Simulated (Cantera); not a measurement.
Input (Python, Cantera) and output of one run.

```python
import numpy as np
import cantera as ct

gas_names = """
    B BF BF2 BF3 BH BHF2 BH2 BH3 BN B2 F F2 H HF H2 H2F2 H3F3 H4F4 H5F5 H6F6 H7F7 N NF NF2 NF3 NH NH2
    NH3 N2 N2H2 N2H4
""".split()
cond_names = """
    B(b) B(L) BN(s)
""".split()


def load(file, names, dense=False):
    # The tables refer to 1 bar. Condensed volumes are neglected.
    table = {s.name: s for s in ct.Species.list_from_file(file)}
    out = []
    for n in names:
        d = dict(table[n].input_data)
        d["thermo"] = dict(d["thermo"], **{"reference-pressure": 1e5})
        if dense:
            d["equation-of-state"] = {"model": "constant-volume", "density": "1e6 g/cm^3"}
        out.append(ct.Species.from_dict(d))
    return out


gas = ct.Solution(thermo="ideal-gas", species=load("nasa_gas.yaml", gas_names))
cond = {s.name: ct.Solution(thermo="fixed-stoichiometry", species=[s], name=s.name)
        for s in load("nasa_condensed.yaml", cond_names, dense=True)}
atoms = {
    'BF3': {'B': 1, 'F': 3},
    'H2': {'H': 2},
    'N2': {'N': 2},
}
top_T = {'BN(s)': 3200}  # K; cautious upper limits of use, not melting points


def equilibrate(T, P, feed):
    n = {}
    for name, mol in feed.items():
        for a, k in atoms[name].items():
            n[a] = n.get(a, 0.0) + k * mol
    gas.TPX = T, P, n
    mass = sum(n.values()) * gas.mean_molecular_weight
    gas.equilibrate("TP")
    valid = [c for c in cond.values() if c.min_temp <= T <= top_T.get(c.name, c.max_temp)]
    mix = ct.Mixture([(gas, mass / gas.mean_molecular_weight)] + [(c, 0.0) for c in valid])
    mix.T, mix.P = T, P
    mix.equilibrate("TP", solver="vcs", rtol=1e-11, max_steps=5000)
    return mix


results = []
feed = {'BF3': 1, 'H2': 4.4, 'N2': 10}  # mol
T = 1548  # K
P = 1300  # Pa
mix = equilibrate(T, P, feed)
results.append((T, P, feed, dict(zip(mix.species_names, mix.species_moles))))
x = sorted(zip(gas.X, gas.species_names), reverse=True)
print(f"T = {T:g} K  P = {P:g} Pa  gas = {mix.phase_moles(0):.4g} mol")
print("   x: " + "  ".join(f"{s} {v:.3e}" for v, s in x if v > 1e-06))
print("   condensed (mol): " + ("  ".join(f"{mix.phase(i).name} {mix.phase_moles(i):.4g}"
      for i in range(1, mix.n_phases) if mix.phase_moles(i) > 1e-12) or "none"))
```

It prints:

```
T = 1548 K  P = 1300 Pa  gas = 15.41 mol
   x: N2 6.458e-01  H2 2.749e-01  BF3 5.671e-02  HF 2.020e-02  BF2 1.328e-03  BHF2 7.992e-04  H 1.416e-04  BF 7.186e-05
   condensed (mol): BN(s) 0.09209
```

Cantera equilibrium calculation (NASA polynomials, part measured and part estimated; ideal gas, pure solids and liquids). The tables' values for BF2 are old estimates; treat these amounts as uncertain.
